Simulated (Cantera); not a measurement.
Cantera run:

```python
import numpy as np
import cantera as ct

gas_names = """
    Fe FeO Fe(OH)2 H HO2 H2 H2O H2O2 O OH O2 O3
""".split()
cond_names = """
    Fe(a) Fe(c) Fe(d) Fe(L) FeO(s) FeO(L) Fe(OH)2(s) Fe(OH)3(s) Fe2O3(s) Fe3O4(s) H2O(s) H2O(L)
""".split()


def load(file, names, dense=False):
    # The tables refer to 1 bar. Condensed volumes are neglected.
    table = {s.name: s for s in ct.Species.list_from_file(file)}
    out = []
    for n in names:
        d = dict(table[n].input_data)
        d["thermo"] = dict(d["thermo"], **{"reference-pressure": 1e5})
        if dense:
            d["equation-of-state"] = {"model": "constant-volume", "density": "1e6 g/cm^3"}
        out.append(ct.Species.from_dict(d))
    return out


gas = ct.Solution(thermo="ideal-gas", species=load("nasa_gas.yaml", gas_names))
cond = {s.name: ct.Solution(thermo="fixed-stoichiometry", species=[s], name=s.name)
        for s in load("nasa_condensed.yaml", cond_names, dense=True)}
atoms = {
    'Fe3O4': {'Fe': 3, 'O': 4},
    'H2': {'H': 2},
}
top_T = {'Fe2O3(s)': 1830, 'Fe3O4(s)': 1870}  # K; cautious upper limits of use, not melting points


def equilibrate(T, P, feed):
    n = {}
    for name, mol in feed.items():
        for a, k in atoms[name].items():
            n[a] = n.get(a, 0.0) + k * mol
    gas.TPX = T, P, n
    mass = sum(n.values()) * gas.mean_molecular_weight
    gas.equilibrate("TP")
    valid = [c for c in cond.values() if c.min_temp <= T <= top_T.get(c.name, c.max_temp)]
    mix = ct.Mixture([(gas, mass / gas.mean_molecular_weight)] + [(c, 0.0) for c in valid])
    mix.T, mix.P = T, P
    mix.equilibrate("TP", solver="vcs", rtol=1e-11, max_steps=5000)
    return mix


results = []
feed = {'Fe3O4': 1, 'H2': 4.1}  # mol
T = 2198  # K
P = 21  # Pa
mix = equilibrate(T, P, feed)
results.append((T, P, feed, dict(zip(mix.species_names, mix.species_moles))))
x = sorted(zip(gas.X, gas.species_names), reverse=True)
print(f"T = {T:g} K  P = {P:g} Pa  gas = {mix.phase_moles(0):.4g} mol")
print("   x: " + "  ".join(f"{s} {v:.3e}" for v, s in x if v > 0.0001))
print("   condensed (mol): " + ("  ".join(f"{mix.phase(i).name} {mix.phase_moles(i):.4g}"
      for i in range(1, mix.n_phases) if mix.phase_moles(i) > 1e-12) or "none"))
```

It prints:

```
T = 2198 K  P = 21 Pa  gas = 8.482 mol
   x: Fe 3.280e-01  H2O 2.848e-01  H 1.283e-01  H2 1.115e-01  OH 4.559e-02  O2 3.941e-02  O 3.658e-02  FeO 2.570e-02
   condensed (mol): none
```

These are equilibrium values from Cantera (NASA tables, ideal gas, pure condensed phases), not measurements of a reactor.
